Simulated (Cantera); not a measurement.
## Ignition delay

Mixture: CH4 : O2 : N2 = 1 : 1 : 3.76 (molar parts), at 1.00 bar, adiabatic and at constant pressure. Ignition delay is the time to a rise of 400 K.

Detailed kinetics in Cantera: GRI-Mech 3.0 (53 species, 325 reactions).

```json
[
 {"T0 (K)": "1023", "delay (ms)": "1100"},
 {"T0 (K)": "1073", "delay (ms)": "472"},
 {"T0 (K)": "1123", "delay (ms)": "213"},
 {"T0 (K)": "1173", "delay (ms)": "99.9"},
 {"T0 (K)": "1223", "delay (ms)": "48.7"},
 {"T0 (K)": "1273", "delay (ms)": "24.6"},
 {"T0 (K)": "1323", "delay (ms)": "12.8"},
 {"T0 (K)": "1373", "delay (ms)": "6.85"}
]
```

```yaml
apparent activation energy between 1273 and 1373 K: 190 kJ/mol
```
